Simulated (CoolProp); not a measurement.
The fluid at 293.15 K and 0.236 MPa (stagnation) flows isentropically through a choked orifice. The same conditions are run with several fluids, on thermodynamics alone (safety and materials aside).

Computed with CoolProp (reference Helmholtz-energy equation of state of each fluid (R404A: Lemmon 2003; nitrous oxide: Lemmon 2006; R125: Lemmon 2005; R1132(E): Akasaka 2024; carbon monoxide: Lemmon 2006)). Blends and air are pseudo-pure fits.

Question: Rank R404A, nitrous oxide, R125, R1132(E), carbon monoxide by throat to inlet pressure ratio, highest first.

Answer: R125 (0.588), R404A (0.585), R1132(E) (0.572), nitrous oxide (0.547), carbon monoxide (0.528)

```csv
fluid,mass flux (kg/(m² s)),throat temperature (K)
R404A,956,276.8
nitrous oxide,671,256.1
R125,1050,278.7
R1132(E),785,270.1
carbon monoxide,548,244.2
```
